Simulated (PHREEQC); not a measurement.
A solution holds 0.086 mol/kgw H3PO4 and 0.13 mol/kgw KOH, at 25 °C. Closed to the air; pH follows from the charge balance.

The numbers come from PHREEQC with the ion-association model, phreeqc.dat.

Precipitation was switched off in this run.

Task: Predict the pH, density, specific conductance.

Result: pH 6.82; density 1.007 g/cm³; specific conductance 11300 µS/cm.

Task: In which forms is K present?

Result: K+ 98 %, KHPO4- 2.4 % of the K.

Species that the database lacks are ignored.
